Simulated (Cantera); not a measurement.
Mixture: CH4 : CO : O2 : N2 : CO2 = 1 : 1.5 : 5.19 : 34.2 : 0.075 (molar parts), at 0.987 atm, adiabatic and at constant pressure. Ignition delay is the time to a rise of 400 K.

Detailed kinetics in Cantera: GRI-Mech 3.0 (53 species, 325 reactions).

Task: Predict: delay at 1200 K; delay at 1300 K; delay at 1400 K; delay at 1500 K; delay at 1600 K; delay at 1700 K; apparent activation energy between 1500 and 1700 K.

Result: 
```
Quantity                                                Result
--------------------------------------------------  ----------
delay at 1200 K                                        46.0 ms
delay at 1300 K                                        10.9 ms
delay at 1400 K                                        3.22 ms
delay at 1500 K                                        1.22 ms
delay at 1600 K                                       0.592 ms
delay at 1700 K                                       0.357 ms
apparent activation energy between 1500 and 1700 K  130 kJ/mol
```
